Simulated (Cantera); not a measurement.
What does this Cantera script print?

```python
import numpy as np
import cantera as ct

gas_names = [...]  # 109 gases of nasa_gas.yaml made of C, Cl, H, Si
cond_names = """
    C(gr) C6H6(L) C7H8(L) C8H18(L),n-octa Si(cr) Si(L) SiC(b)
""".split()


# ... load() reads the species with a 1 bar reference pressure and builds the phases ...
atoms = {
    'CH3SiCl3': {'C': 1, 'H': 3, 'Si': 1, 'CL': 3},
    'C2H4': {'C': 2, 'H': 4},
    'H2': {'H': 2},
    'C3H8': {'C': 3, 'H': 8},
}
top_T = {'C(gr)': 4500, 'SiC(b)': 3050}  # K; cautious upper limits of use, not melting points


# ... equilibrate(T, P, feed) seeds the gas with the atoms and calls Mixture.equilibrate('TP', solver="vcs", rtol=1e-11, max_steps=5000) ...
results = []
feed = {'CH3SiCl3': 1, 'C2H4': 0.3, 'H2': 27, 'C3H8': 0.49}  # mol
T = 1025  # K
for P in [100, 240, 560, 1300, 3200, 7500, 18000, 42000, 100000]:
    mix = equilibrate(T, P, feed)
    results.append((T, P, feed, dict(zip(mix.species_names, mix.species_moles))))

top = {s: max(r[3][s] / sum(r[3][g] for g in gas_names) for r in results) for s in gas_names}
cols = sorted((s for s in top if top[s] > 0.001), key=lambda s: -top[s])[:6]
seen = [c for c in cond_names if any(r[3].get(c, 0) > 1e-12 for r in results)]
print("log10 of partial pressures in bar; condensed amounts in mol")
print(f"{'P/Pa':>10s}" + "".join(f"{s[:9]:>10s}" for s in cols + seen))
for T, P, feed, n in results:
    ng = sum(n[g] for g in gas_names)
    print(f"{P:10.4g}" + "".join(f"{np.log10(max(n[s] / ng * P / 1e5, 1e-99)):10.3f}" for s in cols)
          + "".join(f"{n.get(c, 0):10.4g}" for c in seen))
```

Output:

```
log10 of partial pressures in bar; condensed amounts in mol
      P/Pa        H2       HCL       CH4     SiCL4    SiHCL3     C(gr)    SiC(b)
       100    -3.042    -4.037    -7.217    -7.072    -8.142     2.071    0.9966
       240    -2.662    -3.659    -6.457    -6.320    -7.388     2.073    0.9924
       560    -2.293    -3.296    -5.720    -5.604    -6.667     2.075    0.9836
      1300    -1.927    -2.940    -4.988    -4.914    -5.966     2.078    0.9659
      3200    -1.535    -2.569    -4.204    -4.213    -5.245     2.075    0.9311
      7500    -1.164    -2.231    -3.462    -3.600    -4.599     2.042    0.8797
   1.8e+04    -0.785    -1.896    -2.703    -3.020    -3.975     1.907      0.81
   4.2e+04    -0.421    -1.584    -1.975    -2.499    -3.402     1.544    0.7311
     1e+05    -0.056    -1.275    -1.246    -1.992    -2.839    0.6983    0.6432
```

Cantera equilibrium calculation (NASA polynomials, part measured and part estimated; ideal gas, pure solids and liquids). The feed counts by its element totals alone. The tables' values for SiCl3 are old estimates; treat these amounts as uncertain.
